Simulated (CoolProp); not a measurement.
Properties of isopentane along the isobar 3.56 MPa.

Values from CoolProp's reference Helmholtz-energy equation of state, Lemmon 2006. It is a short technical equation, of lower accuracy than the large ones.

```tsv
T (K)	phase	cv (kJ/(kg K))	speed of sound (m/s)	expansivity (1/kK)
150.2	liquid	1.231	[?]	1.221
167.1	liquid	1.262	1671	1.220
184	liquid	1.303	1571	1.230
200.9	liquid	1.352	1475	1.250
217.8	liquid	1.406	1384	1.280
234.7	liquid	1.464	1297	1.319
251.6	liquid	[?]	1213	[?]
268.5	liquid	1.589	1132	1.431
285.4	liquid	[?]	[?]	1.508
302.3	liquid	1.722	975.2	1.602
319.2	liquid	1.791	898.7	[?]
336	liquid	1.860	823.3	1.866
352.9	liquid	1.931	747.4	[?]
```

Question: What belongs in the gaps?

Answer: 
- 150.2, speed of sound (m/s): 1777
- 251.6, cv (kJ/(kg K)): 1.525
- 251.6, expansivity (1/kK): 1.369
- 285.4, cv (kJ/(kg K)): 1.655
- 285.4, speed of sound (m/s): 1053
- 319.2, expansivity (1/kK): 1.719
- 352.9, expansivity (1/kK): 2.056
